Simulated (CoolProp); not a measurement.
Vapour-liquid equilibrium of methanol (1) + dimethyl carbonate (2) at 0.873 MPa; x and y are mole fractions of (1).

Model: multi-fluid Helmholtz-energy mixture model, de Reuck 1993 and Zhou 2011; pair parameters Bell 2016, in CoolProp.

| x | bubble temperature (K) | y at the bubble point | dew temperature at overall composition x (K) | liquid density (mol/L) |
|---|---|---|---|---|
| 0.05 | 441.2 | 0.173 | 447.4 | 9.684 |
| 0.15 | 429.3 | 0.390 | 442.4 | 10.42 |
| 0.25 | 421.7 | 0.522 | 437.1 | 11.17 |
| 0.35 | 416.5 | 0.610 | 431.6 | 11.96 |
| 0.45 | 412.9 | 0.675 | 425.9 | 12.85 |
| 0.55 | 410.2 | 0.729 | 420.0 | 13.85 |
| 0.65 | 408.2 | 0.778 | 414.2 | 15.01 |
| 0.75 | 406.6 | 0.828 | 409.3 | 16.37 |
| 0.85 | 405.4 | 0.884 | 406.1 | 17.98 |
| 0.95 | 404.7 | 0.955 | 404.7 | 19.90 |

No azeotrope shows between x = 0.05 and 0.95.

The pair parameters rest on a limited set of measurements; away from them the model extrapolates.
